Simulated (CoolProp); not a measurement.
A Linde-Hampson liquefier for methane: isothermal reversible compression at 200 K from 1 atm to 40 MPa, throttling to 1 atm, return gas leaving the recuperator 10 K below the feed. Each further row changes one setting.

Model: reference Helmholtz-energy equation of state, Setzmann 1991, in CoolProp.

```csv
case,liquid yield per pass,compression work (kJ/kg of gas)
as stated,0.481,487
high pressure 80 MPa,0.404,593
warm-end temperature 230 K,0.391,609
warm-end gap 15 K,0.473,487
```
